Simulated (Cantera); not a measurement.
Source: NASA polynomial tables (part measured, part estimated), evaluated in Cantera. Values are per mole of reaction as written; species without (g) are pure solids or liquids, kept so even where they would boil at 1 bar.

10 H(g) + 2 V2O5 → 4 V + 5 H2O2(g)

| T (K) | ΔH° (kJ) | ΔS° (J/K) | ΔG° (kJ) | log10 K | condensed phases |
|---|---|---|---|---|---|
| 1750 | -91.2 | -523.4 | 824.7 | -24.62 | V2O5(l), V(s) |
| 1900 | -102.1 | -529.3 | 903.7 | -24.84 | V2O5(l), V(s) |
| 2050 | … | … | … | … | V2O5(l), V(s) |
| 2200 | -26.0 | -495.1 | 1063.3 | -25.25 | V2O5(l), V(l) |
| 2350 | -29.9 | -496.9 | 1137.7 | -25.29 | V2O5(l), V(l) |
| 2500 | … | … | … | … | V2O5(l), V(l) |

Task: Fill in the missing entries.

Result: 
- 2050, ΔH° (kJ): -110.9
- 2050, ΔS° (J/K): -533.8
- 2050, ΔG° (kJ): 983.4
- 2050, log10 K: -25.06
- 2500, ΔH° (kJ): -33.2
- 2500, ΔS° (J/K): -498.2
- 2500, ΔG° (kJ): 1212.3
- 2500, log10 K: -25.33
